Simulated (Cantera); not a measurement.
Feed: 1 mol B, 20 mol H2, equilibrated at 26.0 mbar.

Method: chemical equilibrium by Gibbs-energy minimisation in Cantera with the NASA 1993 tables (ideal gas, pure condensed phases). Candidate condensed phases: B; 7 gas species. The tables' values for BH2 are old estimates; treat these amounts as uncertain. The numbers say what is thermodynamically allowed, not how fast it happens.

log p: log10 of the partial pressure in bar; n: condensed amount in mol.

```json
[
 {"T (K)": "1475", "log p H2": "-1.59", "log p H": "-5.68", "log p BH2": "-6.70", "log p B": "(withheld)", "log p BH": "-11.34", "log p BH3": "-7.64", "log p B2": "<-13", "n B(s)": "1.000"},
 {"T (K)": "1550", "log p H2": "-1.59", "log p H": "-5.29", "log p BH2": "-6.37", "log p B": "(withheld)", "log p BH": "-10.60", "log p BH3": "-7.49", "log p B2": "<-13", "n B(s)": "1.000"},
 {"T (K)": "1625", "log p H2": "-1.59", "log p H": "-4.94", "log p BH2": "-6.07", "log p B": "(withheld)", "log p BH": "-9.92", "log p BH3": "-7.35", "log p B2": "<-13", "n B(s)": "0.999"},
 {"T (K)": "1700", "log p H2": "-1.59", "log p H": "-4.62", "log p BH2": "-5.80", "log p B": "(withheld)", "log p BH": "-9.30", "log p BH3": "-7.23", "log p B2": "<-13", "n B(s)": "0.999"},
 {"T (K)": "1775", "log p H2": "-1.59", "log p H": "-4.33", "log p BH2": "-5.55", "log p B": "(withheld)", "log p BH": "-8.74", "log p BH3": "-7.11", "log p B2": "<-13", "n B(s)": "0.998"},
 {"T (K)": "1850", "log p H2": "-1.59", "log p H": "-4.06", "log p BH2": "-5.32", "log p B": "(withheld)", "log p BH": "-8.22", "log p BH3": "-7.01", "log p B2": "<-13", "n B(s)": "0.996"},
 {"T (K)": "1925", "log p H2": "-1.59", "log p H": "-3.81", "log p BH2": "-5.11", "log p B": "(withheld)", "log p BH": "-7.75", "log p BH3": "-6.92", "log p B2": "-12.69", "n B(s)": "0.994"},
 {"T (K)": "2000", "log p H2": "-1.59", "log p H": "-3.58", "log p BH2": "-4.92", "log p B": "(withheld)", "log p BH": "-7.31", "log p BH3": "-6.83", "log p B2": "-11.87", "n B(s)": "0.990"},
 {"T (K)": "2075", "log p H2": "-1.59", "log p H": "-3.37", "log p BH2": "-4.74", "log p B": "(withheld)", "log p BH": "-6.90", "log p BH3": "-6.75", "log p B2": "-11.10", "n B(s)": "0.985"},
 {"T (K)": "2150", "log p H2": "-1.60", "log p H": "-3.17", "log p BH2": "-4.58", "log p B": "(withheld)", "log p BH": "-6.53", "log p BH3": "-6.68", "log p B2": "-10.39", "n B(s)": "0.978"}
]
```

Q: Complete the blanks.

A: 
- 1475, log p B: -12.04
- 1550, log p B: -11.09
- 1625, log p B: -10.22
- 1700, log p B: -9.43
- 1775, log p B: -8.71
- 1850, log p B: -8.05
- 1925, log p B: -7.44
- 2000, log p B: -6.88
- 2075, log p B: -6.35
- 2150, log p B: -5.87
